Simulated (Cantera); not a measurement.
An adiabatic, constant-volume homogeneous reactor starts with C2H4 : O2 : N2 : CO2 = 1 : 2 : 7.52 : 1.4 (molar parts), at 1800 K and 0.470 bar.

Cantera simulation using GRI-Mech 3.0 (53 species, 325 reactions); the numbers are that mechanism's predictions, not measurements. GRI-Mech 3.0 was tuned for natural gas; its chemistry of ethylene as a main component is partial and can be far from experiment.

Question: Predict: time of steepest temperature rise; temperature at 1.00 s; equilibrium temperature; x(O2) at 1.00 s; x(CO2) at 1.00 s; x(H) at 1.00 s; x(H2O) at 1.00 s.

Answer: 
- time of steepest temperature rise = 25.7 µs
- temperature at 1.00 s = 2873 K
- equilibrium temperature = 2873 K
- x(O2) at 1.00 s = 0.0133 (gas-phase equilibrium 0.0133)
- x(CO2) at 1.00 s = 0.0855 (gas-phase equilibrium 0.0855)
- x(H) at 1.00 s = 0.0189 (gas-phase equilibrium 0.0189)
- x(H2O) at 1.00 s = 0.100 (gas-phase equilibrium 0.100)
